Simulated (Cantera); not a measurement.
An adiabatic, constant-pressure homogeneous reactor starts with CH4 : H2 : O2 : N2 : CO2 = 1 : 0.19 : 3.95 : 14.9 : 0.83 (molar parts), at 1400 K and 0.410 bar. Integrator tolerance rtol = 1e-08.

Computed with Cantera and GRI-Mech 3.0 (53 species, 325 reactions).

**Question.** What does this change do: H2 0.19 to 0.14 parts?

**Answer.** 
```json
[
 {"quantity": "time of steepest temperature rise", "before": "2.05 ms", "after": "2.52 ms"},
 {"quantity": "temperature at 0.800 s", "before": "2315 K", "after": "2307 K"},
 {"quantity": "equilibrium temperature", "before": "2315 K", "after": "2307 K"},
 {"quantity": "x(CH4) at 0.800 s", "before": "<1e-12 (gas-phase equilibrium <1e-12)", "after": "<1e-12 (gas-phase equilibrium <1e-12)"},
 {"quantity": "x(H2) at 0.800 s", "before": "0.00122 (gas-phase equilibrium 0.00122)", "after": "0.00113 (gas-phase equilibrium 0.00113)"},
 {"quantity": "x(O2) at 0.800 s", "before": "0.0842 (gas-phase equilibrium 0.0842)", "after": "0.0855 (gas-phase equilibrium 0.0855)"},
 {"quantity": "x(H2O) at 0.800 s", "before": "0.0993 (gas-phase equilibrium 0.0993)", "after": "0.0973 (gas-phase equilibrium 0.0973)"},
 {"quantity": "x(O) at 0.800 s", "before": "0.00247 (gas-phase equilibrium 0.00247)", "after": "0.00238 (gas-phase equilibrium 0.00238)"},
 {"quantity": "x(OH) at 0.800 s", "before": "0.00770 (gas-phase equilibrium 0.00770)", "after": "0.00743 (gas-phase equilibrium 0.00743)"},
 {"quantity": "x(NO) at 0.800 s", "before": "0.00975 (gas-phase equilibrium 0.00975)", "after": "0.00966 (gas-phase equilibrium 0.00967)"}
]
```

**Question.** What does this change do: initial temperature 1400 to 1823 K?

**Answer.** 
```json
[
 {"quantity": "time of steepest temperature rise", "before": "2.05 ms", "after": "0.168 ms"},
 {"quantity": "temperature at 0.800 s", "before": "2315 K", "after": "2536 K"},
 {"quantity": "equilibrium temperature", "before": "2315 K", "after": "2536 K"},
 {"quantity": "x(CH4) at 0.800 s", "before": "<1e-12 (gas-phase equilibrium <1e-12)", "after": "<1e-12 (gas-phase equilibrium <1e-12)"},
 {"quantity": "x(H2) at 0.800 s", "before": "0.00122 (gas-phase equilibrium 0.00122)", "after": "0.00349 (gas-phase equilibrium 0.00349)"},
 {"quantity": "x(O2) at 0.800 s", "before": "0.0842 (gas-phase equilibrium 0.0842)", "after": "0.0833 (gas-phase equilibrium 0.0833)"},
 {"quantity": "x(H2O) at 0.800 s", "before": "0.0993 (gas-phase equilibrium 0.0993)", "after": "0.0908 (gas-phase equilibrium 0.0908)"},
 {"quantity": "x(O) at 0.800 s", "before": "0.00247 (gas-phase equilibrium 0.00247)", "after": "0.00781 (gas-phase equilibrium 0.00781)"},
 {"quantity": "x(OH) at 0.800 s", "before": "0.00770 (gas-phase equilibrium 0.00770)", "after": "0.0153 (gas-phase equilibrium 0.0153)"},
 {"quantity": "x(NO) at 0.800 s", "before": "0.00975 (gas-phase equilibrium 0.00975)", "after": "0.0145 (gas-phase equilibrium 0.0145)"}
]
```
